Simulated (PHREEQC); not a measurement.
# Alkaline etch or developer

Solution (25 °C): 0.011 mol/kgw NH3. Closed to the air; pH follows from the charge balance.

Equilibrium calculation in PHREEQC: ion-association model, phreeqc.dat.

Precipitation was switched off in this run.

Task: Predict the pH.

Result: pH 10.63.

Task: In which forms is N present?

Result: NH3 96 %, NH4+ 4.0 % of the N.

Complexes and solids missing from the database can't appear.
